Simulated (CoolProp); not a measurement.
The numbers come from the reference Helmholtz-energy equation of state, Thol 2017 in CoolProp.

Give the vapour pressure (MPa), vapour density (kg/m³), liquid cp (kJ/(kg K)), surface tension (mN/m) of saturated octamethyltrisiloxane (MDM) at 475.2 K.


```
T (K)  p (MPa)  vapour density (kg/m³)  liquid cp (kJ/(kg K))  surface tension (mN/m)
-----  -------  ----------------------  ---------------------  ----------------------
475.2    0.315                    22.7                   2.27                    3.33
```

Surface tension comes from a separate correlation (Mulero 2014), older than this fluid's equation and unchecked against measurements.
